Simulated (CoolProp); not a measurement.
Values from CoolProp's reference Helmholtz-energy equation of state, Wu 2012.

**Question.** Give the vapour pressure (MPa), liquid density (kg/m³), vapour density (kg/m³), surface tension (mN/m) of saturated fluoroethane (R161) at 16.85, 23.35, 36.25 °C.

**Answer.** 
```csv
T (°C),p (MPa),liquid density (kg/m³),vapour density (kg/m³),surface tension (mN/m)
16.85,0.735,728,17.1,10.4
23.35,0.884,715,20.5,9.51
36.25,1.24,686,29.1,7.80
```

Surface tension comes from a separate correlation (Mulero 2012).
